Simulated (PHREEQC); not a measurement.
Consider water at 25 °C with 140 mmol/kgw KH2PO4, 0.24 mmol/kgw KOH and 0.44 mmol/kgw KCl. Closed to the air; pH follows from the charge balance.

Computed with PHREEQC (ion-association model, wateq4f.dat).

Each row changes one thing in this solution. Precipitation was switched off in this run.

```csv
case,pH,ionic strength (mol/kgw),HPO4-2 (mol/kgw),H3PO4 (mol/kgw),KHPO4- (mol/kgw),PO4-3 (mol/kgw)
as made,4.53,0.141,0.000666,0.000449,5.90e-5,3.98e-11
KCl left out,4.53,0.141,0.000666,0.000449,5.89e-5,3.97e-11
KCl from 0.00044 to 4.4e-05 mol/kgw,4.53,0.141,0.000666,0.000449,5.89e-5,3.97e-11
temperature from 25 to 15 °C,4.53,0.141,0.000620,0.000400,5.58e-5,2.94e-11
temperature from 25 to 30 °C,4.53,0.141,0.000690,0.000474,6.06e-5,4.60e-11
diluted 2-fold with water,___,___,0.000334,0.000203,1.87e-5,1.79e-11
```

Q: Fill in the missing entries.

A: 
- diluted 2-fold with water, pH: 4.60
- diluted 2-fold with water, ionic strength (mol/kgw): 0.0707

H3PO4, which wateq4f.dat lacks, is added to it with the constant of phreeqc.dat.
